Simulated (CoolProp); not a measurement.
Values from CoolProp's reference Helmholtz-energy equation of state, Lemmon 2006. It is a short technical equation, of lower accuracy than the large ones.

Question: For acetone, give the phase and the density (kg/m³), isothermal compressibility (1/MPa) at 276.85 °C and 5.56 MPa; 276.85 °C and 14.5 MPa.

Answer: 
- 276.85 °C and 5.56 MPa: supercritical; density 122, isothermal compressibility 0.347
- 276.85 °C and 14.5 MPa: supercritical; density 459, isothermal compressibility 0.0226
